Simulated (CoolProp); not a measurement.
Computed with CoolProp (reference Helmholtz-energy equation of state, Lemmon 2006). It is a short technical equation, of lower accuracy than the large ones.

**Question.** Give the vapour pressure (MPa), vapour density (kg/m³), enthalpy of vaporisation (kJ/kg) of saturated acetone at 20.65, 58.45 °C.

**Answer.** 
| T (°C) | p (MPa) | vapour density (kg/m³) | enthalpy of vaporisation (kJ/kg) |
|---|---|---|---|
| 20.65 | 0.0254 | 0.618 | 539 |
| 58.45 | 0.110 | 2.45 | 499 |
